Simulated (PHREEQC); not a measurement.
3.3 g of hydrous ferric oxide (600 m²/g; 0.2 weak and 0.005 strong sites per Fe, Dzombak-Morel constants, diffuse double layer) in 1 kg of water with 0.3 mol/kgw of an inert sodium salt, at 25 °C; the pH is set by adding NaOH or the inert anion's acid. O2 is buffered at 0.21 atm. No CO2 enters from the air. Nothing may precipitate in this run.

Base run: PHREEQC, ion-association model, wateq4f.dat. Each further column changes one thing. The table gives surface charge σ (C/m²).

```
pH      base  background salt from 0.3 to 0.03 mol/kgw  oxide from 3.3 to 16 g/kgw  0.00085 mol/kgw ZnSO4 added
----  ------  ----------------------------------------  --------------------------  ---------------------------
3      0.368                                     0.352                       0.368                        0.289
3.38   0.365                                     0.332                       0.365                        0.287
4.12   0.344                                     0.261                       0.345                        0.272
4.5    0.319                                     0.216                       0.320                        0.255
4.88   0.283                                     0.172                       0.284                        0.228
5.62   0.197                                     0.102                       0.198                        0.163
6      0.154                                     0.075                       0.155                        0.133
6.38   0.117                                     0.053                       0.117                        0.107
7.12   0.058                                     0.024                       0.058                        0.065
7.5    0.034                                     0.014                       0.034                        0.044
7.88   0.012                                     0.005                       0.012                        0.024
8.62  -0.028                                    -0.011                      -0.028                       -0.015
9     -0.051                                    -0.021                      -0.051                       -0.036
```

The oxide is taken as insoluble; below pH 4 it would dissolve.
